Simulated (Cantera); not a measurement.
# Thermodynamics of hydrogen reduction and annealing atmospheres, feed Nb₂O₅ + H₂

Charge: 1 mol Nb₂O₅, a varied amount of H₂, equilibrated at 1327 °C and 12.0 Pa.

These are equilibrium values from Cantera (NASA tables, ideal gas, pure condensed phases), not measurements of a reactor. Candidate condensed phases: H₂O, Nb, NbO, NbO₂, Nb₂O₅; 12 gas species. Mutual solubility and eutectic melting of coexisting phases are not modelled. NbO: taken at fixed stoichiometry. Condensed phases not in the tables: the oxides between NbO₂ and Nb₂O₅. Equilibrium is a limit: real reactors are often held back by kinetics, nucleation or transport.

| n(H₂) (mol) | x H₂ | x H₂O | x H | x OH | x NbO₂ | x NbO | n NbO₂(s) | n NbO(s) |
|---|---|---|---|---|---|---|---|---|
| 10 | 0.896 | 0.0997 | 0.00470 | 2.05e-5 | 8.49e-6 | 3.86e-9 | 2.00 | 0 |
| 19 | 0.943 | 0.0525 | 0.00482 | 1.05e-5 | 8.49e-6 | 7.73e-9 | 2.00 | 0 |
| 35 | 0.967 | 0.0285 | 0.00488 | 5.63e-6 | 8.49e-6 | 1.46e-8 | 2.00 | 0 |
| 66 | 0.980 | 0.0151 | 0.00491 | 2.97e-6 | 8.49e-6 | 2.79e-8 | 2.00 | 0 |
| 120 | 0.987 | 0.00831 | 0.00493 | 1.63e-6 | 8.49e-6 | 5.11e-8 | 2.00 | 0 |
| 220 | 0.991 | 0.00453 | 0.00494 | 8.85e-7 | 8.49e-6 | 9.40e-8 | 2.00 | 0 |
| 410 | 0.993 | 0.00250 | 0.00494 | 4.89e-7 | 8.49e-6 | 1.71e-7 | 1.97 | 0.0296 |
x: gas mole fraction; n: condensed amount in mol.

From 10 mol H₂ to 220 mol H₂ the condensed part is NbO₂(s). At 410 mol H₂ the condensed part is NbO(s) + NbO₂(s). The main Nb-bearing gas is NbO₂ throughout.
